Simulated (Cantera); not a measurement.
An isothermal, constant-pressure homogeneous reactor starts with H2 : O2 : H2O = 0.024 : 1 : 0.012 (molar parts), equivalence ratio 0.012, at 1450 K and 10.00 Torr.

Detailed kinetics in Cantera: GRI-Mech 3.0 (53 species, 325 reactions). Radical loss at walls, strong at low pressure, is not modelled.

One state of this run: x H2 = 0.000297; x O2 = 0.944; x OH = 0.00397; x O = 0.0183; x H = 0.00152; x H2O = 0.0317. x: mole fraction; the columns are a selection and need not sum to one.

Task: Which value of t (s) does it belong to?
A. 0.00352
B. 1.24e-5
C. 0.000367
D. 0.104

Result: A, 0.00352
